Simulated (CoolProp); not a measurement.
Properties of ammonia along the isotherm 725 K (Tc = 405.6 K, pc = 11360 kPa, ω = 0.256).

Computed with CoolProp (reference Helmholtz-energy equation of state, Gao 2020).

```csv
p (kPa),phase,density (kg/m³),cp (kJ/(kg K)),speed of sound (m/s),conductivity (mW/(m K)),fugacity coefficient
7100,gas,20.49,3.004,649.7,82.9,0.9788
14200,supercritical,41.75,3.147,649.2,87.8,0.9592
21300,supercritical,63.63,3.294,652.1,93.7,0.9412
28400,supercritical,85.90,3.440,658.5,101,0.9251
35500,supercritical,108.3,3.579,668.3,108,0.9108
42600,supercritical,130.5,3.704,681.3,117,0.8982
49700,supercritical,152.3,3.812,697.4,125,0.8874
56800,supercritical,173.5,3.898,716.7,134,0.8784
```

Thermal conductivity comes from a separate model (Tufeu 1984).
